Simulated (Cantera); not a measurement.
A perfectly stirred reactor is fed with CH4 : C2H6 : C3H8 : O2 : N2 : H2 = 1 : 0.12 : 0.21 : 5.18 : 19.5 : 0.91 (molar parts), at 2.60 bar; it is adiabatic with a 575 K inlet, and is followed from long to short residence time, starting on the burning branch (τ in s: 0.21, 0.077, 0.028, 0.01, 0.0037, 0.0013, 0.00048, 0.00018, 6.4e-05, 2.3e-05, 8.4e-06, 3.1e-06).

Cantera simulation using GRI-Mech 3.0 (53 species, 325 reactions); the numbers are that mechanism's predictions, not measurements. GRI-Mech 3.0 was tuned for natural gas; its chemistry of propane as a main component is partial and can be far from experiment.

x: mole fraction; the columns are a selection and need not sum to one.

```tsv
τ (s)	T (K)	x CH4	x C2H6	x C3H8	x N2O	x C2H	x HCN	x CO2
0.21	2168	4.11e-7	6.63e-9	1.29e-8	4.70e-7	4.00e-10	4.77e-8	0.0688
0.077	2169	1.07e-6	1.76e-8	3.42e-8	4.85e-7	1.05e-9	6.78e-8	0.0687
0.028	2167	2.66e-6	4.64e-8	8.98e-8	5.21e-7	2.64e-9	8.39e-8	0.0684
0.010	2159	6.22e-6	1.20e-7	2.30e-7	6.01e-7	6.17e-9	9.92e-8	0.0679
0.0037	2143	1.29e-5	2.86e-7	5.31e-7	7.04e-7	1.23e-8	1.18e-7	0.0667
0.0013	2113	…	…	…	7.51e-7	…	…	0.0644
0.00048	2066	5.30e-5	1.50e-6	2.51e-6	6.96e-7	3.35e-8	2.05e-7	0.0609
0.00018	2000	…	…	…	…	…	…	…
6.4e-5	1904	0.000289	8.64e-6	1.29e-5	4.79e-7	6.20e-8	4.84e-7	0.0481
2.3e-5	1754	0.00118	3.43e-5	4.90e-5	3.16e-7	9.69e-8	8.95e-7	0.0325
8.4e-6	575	0.0371	0.00446	0.00780	<1e-12	<1e-12	<1e-12	<1e-12
3.1e-6	575	0.0371	0.00446	0.00780	<1e-12	<1e-12	<1e-12	<1e-12
```

Fill in the missing entries.


- 0.0013, x CH4: 2.64e-5
- 0.0013, x C2H6: 6.75e-7
- 0.0013, x C3H8: 1.20e-6
- 0.0013, x C2H: 2.20e-8
- 0.0013, x HCN: 1.50e-7
- 0.00018, x CH4: 0.000113
- 0.00018, x C2H6: 3.34e-6
- 0.00018, x C3H8: 5.28e-6
- 0.00018, x N2O: 5.95e-7
- 0.00018, x C2H: 4.59e-8
- 0.00018, x HCN: 3.02e-7
- 0.00018, x CO2: 0.0560
